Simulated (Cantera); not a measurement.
Feed: 1 mol Ta2O5, 0.44 mol H2, equilibrated at 2.90 bar.

Cantera equilibrium calculation (NASA polynomials, part measured and part estimated; ideal gas, pure solids and liquids). Candidate condensed phases: H2O, Ta, Ta2O5; 12 gas species. Mutual solubility and eutectic melting of coexisting phases are not modelled. Condensed phases not in the tables: N, O or C dissolved in the metal. Equilibrium is a limit: real reactors are often held back by kinetics, nucleation or transport.

Task: At 1975 K, list the 3 most abundant gas species with their mole fractions, and the condensed phases.

Result: H2 0.998, H2O 0.00163, H 0.000803. Condensed: Ta(s) + Ta2O5(s).
